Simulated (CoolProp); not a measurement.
Saturation properties of octamethylcyclotetrasiloxane (D4) (Tc = 313.4 °C, pc = 1.347 MPa, ω = 0.598).

Computed with CoolProp (reference Helmholtz-energy equation of state, Thol 2015).

| T (°C) | p (MPa) | vapour density (kg/m³) | enthalpy of vaporisation (kJ/kg) | liquid cp (kJ/(kg K)) |
|---|---|---|---|---|
| 181.95 | 0.1183 | 10.15 | 128.4 | 2.012 |
| 190.15 | 0.1440 | 12.32 | 125.0 | 2.034 |
| 198.35 | 0.1739 | 14.85 | 121.5 | 2.056 |
| 206.55 | 0.2082 | 17.81 | 117.9 | 2.080 |
| 214.75 | 0.2476 | 21.25 | 114.2 | 2.104 |
| 222.95 | 0.2925 | 25.25 | 110.2 | 2.129 |
| 231.15 | 0.3433 | 29.92 | 106.1 | 2.156 |
| 239.35 | 0.4006 | 35.36 | 101.7 | 2.186 |
| 247.55 | 0.4651 | 41.74 | 97.09 | 2.219 |
| 255.85 | 0.5382 | 49.38 | 92.03 | 2.256 |
| 264.05 | 0.6190 | 58.37 | 86.60 | 2.301 |
| 272.25 | 0.7091 | 69.25 | 80.61 | 2.357 |

It boils at 175.7 °C under 1 atm.
